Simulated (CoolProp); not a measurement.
Vapour-liquid equilibrium of CHF3 (R23) (1) + propylene (2) at 1.07 MPa; x and y are mole fractions of (1).

Model: multi-fluid Helmholtz-energy mixture model, Penoncello 2003 and Lemmon 2013; pair parameters Bell 2016, in CoolProp.

| x | bubble temperature (K) | y at the bubble point | dew temperature at overall composition x (K) | liquid density (mol/L) |
|---|---|---|---|---|
| 0.05 | 284.9 | 0.233 | 293.0 | 12.59 |
| 0.2 | 265.7 | 0.588 | 286.4 | 13.53 |
| 0.35 | 256.7 | 0.721 | 279.2 | 14.17 |
| 0.5 | 252.1 | 0.788 | 271.1 | 14.72 |
| 0.65 | 249.2 | 0.836 | 261.6 | 15.30 |
| 0.8 | 247.0 | 0.886 | 251.3 | 16.02 |
| 0.95 | 245.3 | 0.962 | 245.5 | 16.94 |

No azeotrope shows between x = 0.05 and 0.95.

The pair parameters rest on a limited set of measurements; away from them the model extrapolates.
